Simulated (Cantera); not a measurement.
A freely propagating, adiabatic, planar premixed flame of 29.6 % H2, 14.8 % O2, 55.6 % N2, equivalence ratio 1.0, unburnt at 325 K and 0.250 bar; mixture-averaged transport, grid criteria slope 0.08 and curve 0.16, no radiation.

Model: the H2/O2 subset of GRI-Mech 3.0, which has no nitrogen chemistry, integrated in Cantera. Burning velocities carry a grid error of a few per cent, more on coarse grids.

x: mole fraction of selected species; z is measured from the peak of heat release.

| z (mm) | T (K) | u (m/s) | x H2 | x O2 | x H2O2 | x HO2 | x OH | x H2O |
|---|---|---|---|---|---|---|---|---|
| -6.79 | 325 | 2.42 | 0.296 | 0.148 | <1e-8 | <1e-8 | <1e-8 | <1e-8 |
| -4.53 | 325 | 2.42 | 0.296 | 0.148 | <1e-8 | <1e-8 | <1e-8 | <1e-8 |
| -3.40 | 325 | 2.42 | 0.296 | 0.148 | <1e-8 | <1e-8 | <1e-8 | <1e-8 |
| -2.26 | 325 | 2.42 | 0.296 | 0.148 | <1e-8 | <1e-8 | <1e-8 | <1e-8 |
| -1.13 | 329 | 2.44 | 0.294 | 0.148 | 1.36e-6 | 1.88e-5 | 1.69e-6 | 4.44e-5 |
| -0.566 | 559 | 4.04 | 0.261 | 0.145 | 5.89e-5 | 0.000127 | 0.000920 | 0.0156 |
| 0 | 1044 | 7.28 | 0.154 | 0.109 | 1.69e-6 | 3.44e-5 | 0.00205 | 0.102 |
| 0.566 | … | 9.35 | … | … | 1.58e-6 | … | … | … |
| 1.13 | 1496 | 10.3 | 0.0447 | 0.0330 | 1.16e-6 | 7.82e-6 | 0.00963 | 0.235 |
| 2.26 | 1643 | 11.2 | 0.0439 | 0.0283 | 6.51e-7 | 5.61e-6 | 0.0121 | 0.246 |
| 4.53 | 1798 | 12.1 | 0.0430 | 0.0245 | 3.27e-7 | 4.02e-6 | 0.0142 | 0.256 |
| 9.05 | 1949 | 13.0 | 0.0398 | … | … | … | 0.0152 | 0.269 |
| 18.1 | 2089 | 13.7 | 0.0347 | 0.0168 | 1.06e-7 | 1.93e-6 | 0.0149 | 0.283 |

Q: Complete the blanks.

A: 
- 0.566, T (K): 1355
- 0.566, x H2: 0.0615
- 0.566, x O2: 0.0482
- 0.566, x HO2: 1.30e-5
- 0.566, x OH: 0.00684
- 0.566, x H2O: 0.209
- 9.05, x O2: 0.0207
- 9.05, x H2O2: 1.75e-7
- 9.05, x HO2: 2.81e-6
